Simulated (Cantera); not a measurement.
Diamond growth

A diamond (100) surface in a fixed gas of H2 with x(CH4) = 0.016, x(H) = 0.00033, x(CH3) = 8.3e-05, at 1000 K; coverages are run to steady state.

Detailed kinetics in Cantera: the Harris–Goodwin 1993 mechanism for the reconstructed diamond (100) surface.

| P (Pa) | growth (µm/h) | θ c6HH | θ c6H* | θ c6*H | θ c6** | θ c6HM |
|---|---|---|---|---|---|---|
| 1400 | 0.179 | 0.576 | 0.0169 | 0.346 | 0.00701 | 0.0385 |
| 2300 | 0.385 | 0.566 | 0.0166 | 0.340 | 0.00687 | 0.0512 |
| 3800 | 0.792 | 0.555 | 0.0163 | 0.333 | 0.00674 | 0.0643 |
| 6100 | 1.48 | 0.546 | 0.0160 | 0.327 | 0.00662 | 0.0755 |
| 10000 | 2.73 | 0.538 | 0.0158 | 0.323 | 0.00653 | 0.0850 |
| 16000 | 4.71 | 0.533 | 0.0156 | 0.319 | 0.00646 | 0.0918 |
| 27000 | 8.39 | 0.529 | 0.0155 | 0.316 | 0.00640 | 0.0971 |
| 43000 | 13.8 | 0.526 | 0.0154 | 0.315 | 0.00637 | 0.100 |
θ: site fractions in the mechanism's names (c6HH fully hydrogenated, c6H* and c6*H radical sites, c6** diradical, c6HM methylated).
